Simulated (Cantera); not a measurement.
A Cantera script and its output.

```python
import numpy as np
import cantera as ct

gas = ct.Solution("gri30.yaml")
gas.TPX = 1623, 330, {'C2H4': 2.5, 'H2': 70}
reactor = ct.IdealGasConstPressureReactor(gas, energy="off", clone=False)
net = ct.ReactorNet([reactor])
net.rtol, net.atol = 1e-08, 1e-18
show = ['C2H4', 'H2', 'CH2', 'C2H6', 'CH4', 'H', 'CH3']
times = np.geomspace(9e-05, 40, 14)

steps = ct.SolutionArray(gas, extra=["t"])
rows = []
print(f"{'t/s':>10s}{'T/K':>9s}{'P/Pa':>11s}" + "".join(f"{s:>11s}" for s in show))
for t in times:
    while net.time < t:
        t_next = net.step()
        steps.append(gas.state, t=t_next)
    rows.append([np.interp(t, steps.t, y) for y in (steps.T, steps.P, *steps(*show).X.T)])
    print(f"{t:10.3e}{rows[-1][0]:9.1f}{rows[-1][1]:11.4g}" + "".join(f"{x:11.3e}" for x in rows[-1][2:]))
rate = np.gradient(steps.T, steps.t)
print("integrator steps:", len(steps.t))
if steps.T.max() > steps.T[0] + 200:
    print(f"time of steepest temperature rise: {steps.t[rate.argmax()]:.4e} s")
gas.TPX = 1623, 330, {'C2H4': 2.5, 'H2': 70}
gas.equilibrate("TP")
print(f"equilibrium (TP): T = {gas.T:.1f} K  " + "  ".join(f"{s} {gas[s].X[0]:.3e}" for s in show))
```

Result:

```
       t/s      T/K       P/Pa       C2H4         H2        CH2       C2H6        CH4          H        CH3
 9.000e-05   1623.0        330  3.447e-02  9.655e-01  1.915e-14  2.863e-11  3.508e-14  8.673e-09  2.900e-13
 2.447e-04   1623.0        330  3.446e-02  9.655e-01  1.389e-13  1.402e-10  1.117e-12  2.619e-08  3.505e-12
 6.655e-04   1623.0        330  3.442e-02  9.655e-01  7.693e-13  4.964e-10  2.521e-11  7.446e-08  2.502e-11
 1.810e-03   1623.0        330  3.430e-02  9.655e-01  2.999e-12  1.375e-09  3.249e-10  2.060e-07  9.621e-11
 4.921e-03   1623.0        330  3.400e-02  9.655e-01  9.203e-12  3.136e-09  2.669e-09  5.653e-07  2.448e-10
 1.338e-02   1623.0        330  3.317e-02  9.656e-01  2.562e-11  5.430e-09  1.587e-08  1.548e-06  4.506e-10
 3.639e-02   1623.0        330  3.098e-02  9.656e-01  6.624e-11  7.294e-09  7.216e-08  4.223e-06  6.628e-10
 9.894e-02   1623.0        330  2.547e-02  9.658e-01  1.449e-10  9.562e-09  2.960e-07  1.118e-05  1.029e-09
 2.690e-01   1623.0        330  1.399e-02  9.662e-01  1.869e-10  9.301e-09  1.079e-06  2.622e-05  1.632e-09
 7.316e-01   1623.0        330  1.902e-03  9.665e-01  5.826e-11  2.366e-09  2.359e-06  5.986e-05  3.276e-09
 1.989e+00   1623.0        330  1.357e-05  9.665e-01  3.422e-12  3.780e-11  2.672e-06  1.932e-04  1.086e-08
 5.410e+00   1623.0        330  1.086e-05  9.661e-01  2.035e-11  4.819e-11  2.858e-06  5.401e-04  3.246e-08
 1.471e+01   1623.0        330  9.799e-06  9.656e-01  1.012e-10  4.689e-11  4.265e-06  1.040e-03  9.329e-08
 4.000e+01   1623.0        330  9.599e-06  9.655e-01  3.015e-10  4.579e-11  1.004e-05  1.189e-03  2.512e-07
integrator steps: 847
equilibrium (TP): T = 1623.0 K  C2H4 9.581e-06  H2 9.654e-01  CH2 4.192e-09  C2H6 1.109e-10  CH4 1.421e-04  H 1.190e-03  CH3 3.557e-06
```

Computed with Cantera and GRI-Mech 3.0 (53 species, 325 reactions). GRI-Mech 3.0 was tuned for natural gas; its chemistry of ethylene as a main component is partial and can be far from experiment. GRI-Mech 3.0 stops at C3 and has no aromatics, soot or wall deposition, so with more carbon than oxygen in the feed, carbon stays in small species such as C2H2 where larger ones or solid carbon would form. Radical loss at walls, strong at low pressure, is not modelled.
